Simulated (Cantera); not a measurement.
Input: 1 mol C3H6, 0.92 mol CO2, 57 mol H2, equilibrated at 140000 Pa.

Method: chemical equilibrium by Gibbs-energy minimisation in Cantera with the NASA 1993 tables (ideal gas, pure condensed phases). Candidate condensed phases: C, C6H6, C7H8, C8H18, H2O; 110 gas species. The numbers say what is thermodynamically allowed, not how fast it happens.

Question: Which condensed phases are stable at each of these points (T (K)): 523, 673, 823, 973, 1123, 1273, 1423, 1573, 1723, 1873?

Answer: 
| T (K) | condensed phases | C condensed (%) |
|---|---|---|
| 523 | gas only | 0.0 |
| 673 | gas only | 0.0 |
| 823 | gas only | 0.0 |
| 973 | gas only | 0.0 |
| 1123 | C(graphite) | 2.5 |
| 1273 | C(graphite) | 35.0 |
| 1423 | C(graphite) | 45.4 |
| 1573 | C(graphite) | 49.3 |
| 1723 | C(graphite) | 50.7 |
| 1873 | C(graphite) | 50.8 |

From 523 K to 973 K nothing is condensed. From 1123 K to 1873 K the condensed part is C(graphite).
